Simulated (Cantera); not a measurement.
Equilibrium for silicon oxide and oxynitride deposition: Si₂H₆ + CO₂ + H₂

Input: 1 mol Si₂H₆, a varied amount of CO₂, 9.2 mol H₂, equilibrated at 1250 °C and 0.458 Torr.

Cantera equilibrium calculation (NASA polynomials, part measured and part estimated; ideal gas, pure solids and liquids). Candidate condensed phases: C, C₆H₆, C₇H₈, C₈H₁₈, H₂O, Si, SiC, SiO₂; 123 gas species. The feed counts by its element totals alone. The tables hold silica as quartz up to 1696 K and as liquid above; real silica turns to tridymite and cristobalite and melts near 1996 K. Kinetics and transport are ignored.

| n(CO₂) (mol) | x H₂ | x CO | x CO₂ | x H₂O | x SiO | n SiC(s) | n SiO₂(β-quartz) |
|---|---|---|---|---|---|---|---|
| 1.1 | 0.846 | 0.0451 | 2.25e-8 | 1.13e-6 | 0.108 | 0.450 | 0 |
| 4.5 | 0.703 | 0.266 | 0.00371 | 0.0264 | 0.000144 | 0 | 2.00 |
| 7.9 | 0.456 | 0.350 | 0.0431 | 0.151 | 1.63e-5 | 0 | 2.00 |
| 11 | 0.317 | 0.381 | 0.0932 | 0.208 | 8.23e-6 | 0 | 2.00 |
| 15 | 0.209 | 0.386 | 0.165 | 0.239 | 4.72e-6 | 0 | 2.00 |
| 18 | 0.158 | 0.378 | 0.218 | 0.245 | 3.49e-6 | 0 | 2.00 |
| 21 | 0.123 | 0.364 | 0.268 | 0.244 | 2.74e-6 | 0 | 2.00 |
x: gas mole fraction; n: condensed amount in mol.

At 1.1 mol CO₂ the condensed part is SiC(s). From 4.5 mol CO₂ to 21 mol CO₂ the condensed part is SiO₂(β-quartz). The main Si-bearing gas is SiO throughout.
